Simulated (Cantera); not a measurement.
Silicon oxide and oxynitride deposition: TEOS + NO + H2

Input: 1 mol TEOS, 0.12 mol NO, 0.91 mol H2, equilibrated at 0.180 bar.

Equilibrium computed with Cantera from the NASA thermochemical tables; the gas is ideal and each condensed phase is pure. Candidate condensed phases: C, C6H6, C7H8, C8H18, H2O, Si, SiC, SiO2, Si2N2O, Si3N4; 151 gas species. The feed counts by its element totals alone. The tables hold silica as quartz up to 1696 K and as liquid above; real silica turns to tridymite and cristobalite and melts near 1996 K. Rates play no part.

From 477 °C to 527 °C the condensed part is C(graphite) + SiO2(α-quartz). From 577 °C to 977 °C the condensed part is C(graphite) + SiO2(β-quartz).

| T (°C) | x H2 | x CH4 | x CO | x H2O | x CO2 | n C(graphite) | n SiO2(α-quartz) | n SiO2(β-quartz) |
|---|---|---|---|---|---|---|---|---|
| 477 | 0.593 | 0.202 | 0.0161 | 0.156 | 0.0259 | 5.69 | 1.00 | 0 |
| 527 | 0.699 | 0.118 | 0.0384 | 0.113 | 0.0262 | 6.10 | 1.00 | 0 |
| 577 | 0.763 | 0.0652 | 0.0738 | 0.0715 | 0.0211 | 6.19 | 0 | 1.00 |
| 627 | 0.796 | 0.0356 | 0.112 | 0.0389 | 0.0126 | 6.07 | 0 | 1.00 |
| 677 | 0.812 | 0.0199 | 0.139 | 0.0189 | 0.00579 | 5.94 | 0 | 1.00 |
| 727 | 0.820 | 0.0116 | 0.152 | 0.00887 | 0.00236 | 5.88 | 0 | 1.00 |
| 777 | 0.825 | 0.00702 | 0.158 | 0.00425 | 0.000958 | 5.86 | 0 | 1.00 |
| 827 | 0.828 | 0.00443 | 0.160 | 0.00214 | 0.000407 | 5.86 | 0 | 1.00 |
| 877 | 0.830 | 0.00290 | 0.161 | 0.00113 | 0.000184 | 5.86 | 0 | 1.00 |
| 927 | 0.831 | 0.00196 | 0.162 | 0.000627 | 8.88e-5 | 5.86 | 0 | 1.00 |
| 977 | 0.832 | 0.00137 | 0.162 | 0.000365 | 4.53e-5 | 5.87 | 0 | 1.00 |
x: gas mole fraction; n: condensed amount in mol.
